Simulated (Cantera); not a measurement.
**Stirred combustor or abatement burner**

A perfectly stirred reactor is fed with 6.58 % C₂H₆, 17.7 % O₂, 66.5 % N₂, 9.22 % H₂O, equivalence ratio 1.3, at 1.01 bar; it is adiabatic with a 475 K inlet, and is followed from long to short residence time, starting on the burning branch (τ in s: 0.45, 0.22, 0.11, 0.052, 0.025, 0.012, 0.0061, 0.003, 0.0015, 0.00071, 0.00035, 0.00017, 8.3e-05).

Detailed kinetics in Cantera: GRI-Mech 3.0 (53 species, 325 reactions).

| τ (s) | T (K) | x C₂H₆ | x O₂ | x H₂O | x CH₂O | x CH₄ |
|---|---|---|---|---|---|---|
| 0.45 | 2075 | 1.55e-7 | 5.14e-5 | 0.224 | 3.97e-7 | 9.78e-6 |
| 0.22 | 2072 | 2.91e-7 | 8.24e-5 | 0.224 | 6.18e-7 | 1.14e-5 |
| 0.11 | 2067 | 5.25e-7 | 0.000132 | 0.224 | 9.29e-7 | 1.25e-5 |
| 0.052 | 2061 | 9.74e-7 | 0.000219 | 0.223 | 1.44e-6 | 1.39e-5 |
| 0.025 | 2052 | 1.76e-6 | 0.000357 | 0.222 | 2.22e-6 | 1.60e-5 |
| 0.012 | 2042 | 3.19e-6 | 0.000574 | 0.221 | 3.51e-6 | 1.95e-5 |
| 0.0061 | 2030 | 5.56e-6 | 0.000876 | 0.220 | 5.50e-6 | 2.52e-5 |
| 0.0030 | 2015 | 1.01e-5 | 0.00135 | 0.219 | 9.13e-6 | 3.60e-5 |
| 0.0015 | 1998 | 1.87e-5 | 0.00206 | 0.218 | 1.56e-5 | 5.60e-5 |
| 0.00071 | 1976 | 3.83e-5 | 0.00336 | 0.217 | 2.97e-5 | 0.000101 |
| 0.00035 | 1945 | 8.31e-5 | 0.00583 | 0.216 | 5.91e-5 | 0.000205 |
| 0.00017 | 1864 | 0.000267 | 0.0138 | 0.215 | 0.000155 | 0.000674 |
| 8.3e-5 | 475 | 0.0658 | 0.177 | 0.0922 | <1e-12 | <1e-12 |
x: mole fraction; the columns are a selection and need not sum to one.
